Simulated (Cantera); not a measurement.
Feed: 1 mol HgO, a varied amount of H2, equilibrated at 475 K and 75.0 Torr.

Method: chemical equilibrium by Gibbs-energy minimisation in Cantera with the NASA 1993 tables (ideal gas, pure condensed phases). Candidate condensed phases: H2O, Hg, HgO; 10 gas species. Rates play no part.

What share of the Hg ends up in condensed phases as a function of n(H2) (mol), at 0.87, 1, 1.2, 1.4, 1.7, 2, 2.4, 2.8, 3.3, 3.9, 4.6?


```
n(H2) (mol)  Hg condensed (%)              as
-----------  ----------------  --------------
0.87                     72.1  Hg(l) + HgO(s)
1                        68.0           Hg(l)
1.2                      61.6           Hg(l)
1.4                      55.1           Hg(l)
1.7                      45.5           Hg(l)
2                        35.9           Hg(l)
2.4                      23.1           Hg(l)
2.8                      10.3           Hg(l)
3.3                       0.0               -
3.9                       0.0               -
4.6                       0.0               -
```
